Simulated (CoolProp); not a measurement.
Vapour-liquid equilibrium of cyclohexane (1) + n-heptane (2) at 0.0206 MPa; x and y are mole fractions of (1).

Values from CoolProp's multi-fluid Helmholtz-energy mixture model, Zhou 2014 and Span 2003; pair parameters Bell 2016.

```tsv
x	bubble temperature, mixture model (°C)	bubble temperature, Raoult's law (°C)	y, mixture model	y, Raoult's law
0.05	50.9	51.0	0.094	0.091
0.125	49.2	49.5	0.221	0.216
0.2	47.6	48.0	…	0.326
0.275	46.2	46.5	…	0.425
0.35	…	45.2	…	0.513
0.425	43.4	43.9	0.595	0.593
0.5	42.2	42.6	0.664	0.664
0.575	…	41.5	…	0.729
0.65	40.0	40.3	0.784	0.788
0.725	39.0	39.2	…	0.841
0.8	38.0	38.2	0.885	0.890
0.875	37.1	37.2	…	0.934
0.95	36.2	36.2	0.973	0.975
```

Q: Complete the blanks.

A: 
- 0.2, y, mixture model: 0.332
- 0.275, y, mixture model: 0.430
- 0.35, bubble temperature, mixture model (°C): 44.8
- 0.35, y, mixture model: 0.517
- 0.575, bubble temperature, mixture model (°C): 41.1
- 0.575, y, mixture model: 0.727
- 0.725, y, mixture model: 0.836
- 0.875, y, mixture model: 0.930

The largest gap from Raoult's law is -0.5 K in bubble temperature, at x = 0.425. No azeotrope shows between x = 0.05 and 0.95.

The pair parameters rest on a limited set of measurements; away from them the model extrapolates.
